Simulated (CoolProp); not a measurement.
o-xylene along the isobar 193 kPa: density (kg/m³) from the reference equation and from simpler models built on Tc = 630.3 K, pc = 3737 kPa, ω = 0.312; each cubic takes its own stable root.

Model: reference Helmholtz-energy equation of state, Zhou 2012, in CoolProp.

```tsv
T (K)	phase	reference
275.6	liquid	895.0
294.5	liquid	879.2
313.5	liquid	863.1
332.4	liquid	847.0
351.4	liquid	830.4
370.3	liquid	813.7
389.3	liquid	796.4
408.3	liquid	778.5
427.2	liquid	760.1
446.2	gas	5.946
465.1	gas	5.634
484.1	gas	5.361
503	gas	5.122
```

How far does each simpler model (Redlich-Kwong, Peng-Robinson) lie from the reference over these 13 states: mean and median of the absolute difference, and the worst?


- Redlich-Kwong: mean 17.2 %, median 14.5 %, worst -99.2 % at 427.2 K and 193 kPa
- Peng-Robinson: mean 0.8 %, median 0.6 %, worst -2.1 % at 275.6 K and 193 kPa

At some of these states Redlich-Kwong gives the other phase, because its saturation line lies elsewhere.
